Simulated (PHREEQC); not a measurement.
Solution (20 °C): 0.023 mol/kgw HCl, 0.018 mol/kgw Na2SO4 and 0.00038 mol/kgw KBr. Closed to the air; pH follows from the charge balance.

Equilibrium calculation in PHREEQC: ion-association model, phreeqc.dat.

| quantity | before | after |
|---|---|---|
| pH | 1.86 | 0.77 |
| ionic strength (mol/kgw) | 0.0623 | 0.254 |
| SO4-2 (mol/kgw) | 0.0105 | 0.00279 |
| HSO4- (mol/kgw) | 0.00675 | 0.0151 |
| NaSO4- (mol/kgw) | 0.000775 | 0.000132 |

What was changed between the two runs?
A. temperature from 20 to 55 °C
B. HCl from 0.023 to 0.23 mol/kgw
C. temperature from 20 to 80 °C
D. diluted 2-fold with water
E. HCl left out

B, HCl from 0.023 to 0.23 mol/kgw

No solid was allowed to form.
